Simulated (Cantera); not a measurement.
Input (Python, Cantera) and output of one run.

```python
import numpy as np
import cantera as ct

gas_names = [...]  # 97 gases of nasa_gas.yaml made of Al, C, H, N
cond_names = """
    AL(cr) AL(L) ALN(s) C(gr) C6H6(L) C7H8(L) C8H18(L),n-octa
""".split()


# ... load() reads the species with a 1 bar reference pressure and builds the phases ...
atoms = {
    'Al(CH3)3': {'AL': 1, 'C': 3, 'H': 9},
    'NH3': {'N': 1, 'H': 3},
    'N2': {'N': 2},
}
top_T = {'ALN(s)': 2750, 'C(gr)': 4500}  # K; cautious upper limits of use, not melting points


# ... equilibrate(T, P, feed) seeds the gas with the atoms and calls Mixture.equilibrate('TP', solver="vcs", rtol=1e-11, max_steps=5000) ...
results = []
P = 1000  # Pa
for T in [1423, 1498, 1573, 1648, 1723, 1798, 1873, 1948, 2023, 2098, 2173]:
    for m in [1.4, 2.5, 4.3, 7.4, 13, 22, 39, 68, 120, 210, 360, 620]:
        feed = {'Al(CH3)3': 1, 'NH3': 5, 'N2': m}  # mol
        mix = equilibrate(T, P, feed)
        results.append((T, P, feed, dict(zip(mix.species_names, mix.species_moles))))

for T, P, feed, n in results:
    print(f"{T:7g} {feed['N2']:10.4g}  " + (" + ".join(c for c in cond_names if n.get(c, 0) > 1e-12) or "gas only"))
```

It prints:

```
   1423        1.4  ALN(s) + C(gr)
   1423        2.5  ALN(s) + C(gr)
   1423        4.3  ALN(s) + C(gr)
   1423        7.4  ALN(s) + C(gr)
   1423         13  ALN(s) + C(gr)
   1423         22  ALN(s) + C(gr)
   1423         39  ALN(s) + C(gr)
   1423         68  ALN(s) + C(gr)
   1423        120  ALN(s) + C(gr)
   1423        210  ALN(s) + C(gr)
   1423        360  ALN(s) + C(gr)
   1423        620  ALN(s) + C(gr)
   1498        1.4  ALN(s) + C(gr)
   1498        2.5  ALN(s) + C(gr)
   1498        4.3  ALN(s) + C(gr)
   1498        7.4  ALN(s) + C(gr)
   1498         13  ALN(s) + C(gr)
   1498         22  ALN(s) + C(gr)
   1498         39  ALN(s) + C(gr)
   1498         68  ALN(s) + C(gr)
   1498        120  ALN(s) + C(gr)
   1498        210  ALN(s) + C(gr)
   1498        360  ALN(s) + C(gr)
   1498        620  ALN(s) + C(gr)
   1573        1.4  ALN(s) + C(gr)
   1573        2.5  ALN(s) + C(gr)
   1573        4.3  ALN(s) + C(gr)
   1573        7.4  ALN(s) + C(gr)
   1573         13  ALN(s) + C(gr)
   1573         22  ALN(s) + C(gr)
   1573         39  ALN(s) + C(gr)
   1573         68  ALN(s) + C(gr)
   1573        120  ALN(s) + C(gr)
   1573        210  ALN(s) + C(gr)
   1573        360  ALN(s) + C(gr)
   1573        620  ALN(s) + C(gr)
   1648        1.4  ALN(s) + C(gr)
   1648        2.5  ALN(s) + C(gr)
   1648        4.3  ALN(s) + C(gr)
   1648        7.4  ALN(s) + C(gr)
   1648         13  ALN(s) + C(gr)
   1648         22  ALN(s) + C(gr)
   1648         39  ALN(s) + C(gr)
   1648         68  ALN(s) + C(gr)
   1648        120  ALN(s) + C(gr)
   1648        210  ALN(s) + C(gr)
   1648        360  ALN(s) + C(gr)
   1648        620  ALN(s) + C(gr)
   1723        1.4  ALN(s) + C(gr)
   1723        2.5  ALN(s) + C(gr)
   1723        4.3  ALN(s) + C(gr)
   1723        7.4  ALN(s) + C(gr)
   1723         13  ALN(s) + C(gr)
   1723         22  ALN(s) + C(gr)
   1723         39  ALN(s) + C(gr)
   1723         68  ALN(s) + C(gr)
   1723        120  ALN(s) + C(gr)
   1723        210  ALN(s) + C(gr)
   1723        360  ALN(s) + C(gr)
   1723        620  ALN(s) + C(gr)
   1798        1.4  ALN(s) + C(gr)
   1798        2.5  ALN(s) + C(gr)
   1798        4.3  ALN(s) + C(gr)
   1798        7.4  ALN(s) + C(gr)
   1798         13  ALN(s) + C(gr)
   1798         22  ALN(s) + C(gr)
   1798         39  ALN(s) + C(gr)
   1798         68  ALN(s) + C(gr)
   1798        120  ALN(s) + C(gr)
   1798        210  ALN(s) + C(gr)
   1798        360  ALN(s) + C(gr)
   1798        620  ALN(s) + C(gr)
   1873        1.4  ALN(s) + C(gr)
   1873        2.5  ALN(s) + C(gr)
   1873        4.3  ALN(s) + C(gr)
   1873        7.4  ALN(s) + C(gr)
   1873         13  ALN(s) + C(gr)
   1873         22  ALN(s) + C(gr)
   1873         39  ALN(s) + C(gr)
   1873         68  ALN(s) + C(gr)
   1873        120  ALN(s) + C(gr)
   1873        210  ALN(s) + C(gr)
   1873        360  ALN(s) + C(gr)
   1873        620  C(gr)
   1948        1.4  ALN(s) + C(gr)
   1948        2.5  ALN(s) + C(gr)
   1948        4.3  ALN(s) + C(gr)
   1948        7.4  ALN(s) + C(gr)
   1948         13  ALN(s) + C(gr)
   1948         22  ALN(s) + C(gr)
   1948         39  ALN(s) + C(gr)
   1948         68  ALN(s) + C(gr)
   1948        120  C(gr)
   1948        210  C(gr)
   1948        360  C(gr)
   1948        620  C(gr)
   2023        1.4  C(gr)
   2023        2.5  C(gr)
   2023        4.3  C(gr)
   2023        7.4  C(gr)
   2023         13  C(gr)
   2023         22  C(gr)
   2023         39  C(gr)
   2023         68  C(gr)
   2023        120  C(gr)
   2023        210  C(gr)
   2023        360  C(gr)
   2023        620  C(gr)
   2098        1.4  C(gr)
   2098        2.5  C(gr)
   2098        4.3  C(gr)
   2098        7.4  C(gr)
   2098         13  C(gr)
   2098         22  C(gr)
   2098         39  C(gr)
   2098         68  C(gr)
   2098        120  C(gr)
   2098        210  C(gr)
   2098        360  C(gr)
   2098        620  C(gr)
   2173        1.4  C(gr)
   2173        2.5  C(gr)
   2173        4.3  C(gr)
   2173        7.4  C(gr)
   2173         13  C(gr)
   2173         22  C(gr)
   2173         39  C(gr)
   2173         68  C(gr)
   2173        120  C(gr)
   2173        210  C(gr)
   2173        360  C(gr)
   2173        620  C(gr)
```

Method: chemical equilibrium by Gibbs-energy minimisation in Cantera with the NASA 1993 tables (ideal gas, pure condensed phases). The feed counts by its element totals alone.
